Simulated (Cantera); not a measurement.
Cantera run:

```python
import numpy as np
import cantera as ct

gas_names = """
    AL ALH ALN ALO ALOH ALO2 ALO2H AL2 AL2O AL2O2 H HALO HNO HNO2 HNO3 HO2 H2 H2O H2O2 N NH NH2 NH3
    NH2OH NO NO2 NO3 N2 N2H2 N2H4 N2O O OH O2 O3
""".split()
cond_names = """
    AL(cr) AL(L) ALN(s) AL2O3(a) AL2O3(L) H2O(s) H2O(L)
""".split()


# ... load() reads the species with a 1 bar reference pressure and builds the phases ...
atoms = {
    'AlN': {'AL': 1, 'N': 1},
    'H2O': {'H': 2, 'O': 1},
    'N2': {'N': 2},
}
top_T = {'ALN(s)': 2750}  # K; cautious upper limits of use, not melting points


# ... equilibrate(T, P, feed) seeds the gas with the atoms and calls Mixture.equilibrate('TP', solver="vcs", rtol=1e-11, max_steps=5000) ...
results = []
feed = {'AlN': 1, 'H2O': 0.61, 'N2': 2}  # mol
T = 1473.15  # K
P = 5000  # Pa
mix = equilibrate(T, P, feed)
results.append((T, P, feed, dict(zip(mix.species_names, mix.species_moles))))
print(gas.report(threshold=0.001))
for i in range(1, mix.n_phases):
    print(f"{mix.phase(i).name:16s} {mix.phase_moles(i):12.5e} mol")
```

Result:

```
       temperature   1473.2 K
          pressure   5000 Pa
           density   0.0091345 kg/m^3
  mean mol. weight   22.377 kg/kmol
   phase of matter   gas

                          1 kg             1 kmol
                     ---------------   ---------------
          enthalpy        1.6541e+06        3.7014e+07  J
   internal energy        1.1068e+06        2.4766e+07  J
           entropy             11478        2.5684e+05  J/K
    Gibbs function       -1.5255e+07       -3.4135e+08  J
 heat capacity c_p            1526.2             34152  J/K
 heat capacity c_v            1154.7             25838  J/K

                      mass frac. Y      mole frac. X     chem. pot. / RT
                     ---------------   ---------------   ---------------
                H2          0.019533           0.21681           -23.075
                N2           0.98046           0.78316           -29.197
     [  +33 minor]        2.6949e-06        2.8277e-05

AL(L)             0.00000e+00 mol
ALN(s)            5.93336e-01 mol
AL2O3(a)          2.03332e-01 mol
```

Method: chemical equilibrium by Gibbs-energy minimisation in Cantera with the NASA 1993 tables (ideal gas, pure condensed phases). Mutual solubility and eutectic melting of coexisting phases are not modelled.
